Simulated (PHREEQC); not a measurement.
## Acid rinse or clean: speciation

A solution holds 20 mmol/kgw H2SO4 and 0.13 mmol/kgw CuCl2, at 80 °C. Closed to the air; pH follows from the charge balance.

Computed with PHREEQC (ion-association model, wateq4f.dat).

No solid was allowed to form.

Question: Estimate the pH, ionic strength.

Answer: pH 1.69; ionic strength 0.0272 mol/kgw.

Question: In which forms is Cu present?

Answer: Cu+2 80 %, CuSO4 20 % of the Cu.

At this temperature some constants are extrapolated from 25 °C, and those without enthalpy data are left unchanged.
